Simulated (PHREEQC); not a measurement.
## Brine

Dissolve 1.1 mol LiBr and 1.2 mol SrCl2 per kg of water at 30 °C. Closed to the air; pH follows from the charge balance.

Equilibrium calculation in PHREEQC: Pitzer model, pitzer.dat.

```yaml
ionic_strength: 4.70 mol/kgw
activity_of_water: 0.873
density: 1.205 g/cm³
osmotic_coefficient: 1.298
```

```
species  molality  activity   log γ
-------  --------  --------  ------
Cl-          2.40      1.43  -0.226
Sr+2         1.20      1.05  -0.059
Br-          1.10     0.774  -0.153
Li+          1.10      2.38   0.334
OH-       2.26e-7   2.18e-8  -1.015
H+        2.26e-7   5.87e-7   0.415
```

No solid was allowed to form.
